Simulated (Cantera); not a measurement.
Feed: 1 mol BF3, 1 mol H2O, 0.12 mol H2, at 0.0140 bar.

Method: chemical equilibrium by Gibbs-energy minimisation in Cantera with the NASA 1993 tables (ideal gas, pure condensed phases). Candidate condensed phases: B, B2O3, B3O3H3, H2O; 43 gas species. The tables' values for BF2 are old estimates; treat these amounts as uncertain. Rates play no part. All values below are at 1723 K.

Base state: HF 0.596, BOF 0.289, H2 0.0397, BF3 0.0370, H2O 0.0313, HBO2 0.00568, H 0.000307, BF2 8.84e-5 (mole fractions); condensed: gas only.

### Question
What changes in the equilibrium state with this change: pressure from 0.0140 bar to 0.440 bar?

### Answer
| species | before | after |
|---|---|---|
| HF | 0.596 | 0.475 |
| BOF | 0.289 | 0.204 |
| BF3 | 0.0370 | 0.138 |
| H2O | 0.0313 | 0.119 |
| HBO2 | 0.00568 | 0.0190 |
| H2 | 0.0397 | 0.0438 |
| B3O3F3 | 4.72e-6 | 0.00162 |
| H | 0.000307 | 5.75e-5 |
| BHF2 | 6.64e-6 | 3.42e-5 |
